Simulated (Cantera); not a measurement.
An adiabatic, constant-volume homogeneous reactor starts with H2 : O2 : N2 = 1 : 0.333 : 1.25 (molar parts), at 1348 K and 0.350 bar.

Cantera simulation using the H2/O2 subset of GRI-Mech 3.0, which has no nitrogen chemistry; the numbers are that mechanism's predictions, not measurements.

One state of this run: T (K) = 2876; P (bar) = 0.682; x H2 = 0.142; x O2 = 0.00368; x HO2 = 2.29e-6; x OH = 0.0252; x H2O = 0.244. x: mole fraction; the columns are a selection and need not sum to one.

### Question
Which value of t (s) does it belong to?
(A) 4.10e-5
(B) 0.00340
(C) 9.92e-5
(D) 7.00e-6

### Answer
B, 0.00340
